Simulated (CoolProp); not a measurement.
Vapour-liquid equilibrium of trans-2-butene (1) + acetone (2) at 0.0915 MPa; x and y are mole fractions of (1).

Computed with CoolProp (multi-fluid Helmholtz-energy mixture model, Lemmon 2005 and Lemmon 2006; pair parameters Bell 2016).

Q: Give the bubble temperature and the first vapour's composition at x = 0.05, 0.2, 0.275. Is there an azeotrope?

A: x = 0.05: 37.4 °C, y = 0.457; x = 0.2: 14.0 °C, y = 0.822; x = 0.275: 9.2 °C, y = 0.866. No azeotrope shows between x = 0.05 and 0.95.

The pair parameters rest on a limited set of measurements; away from them the model extrapolates. With so large a gap from Raoult's law the liquid may split in two, which this calculation doesn't test in full.
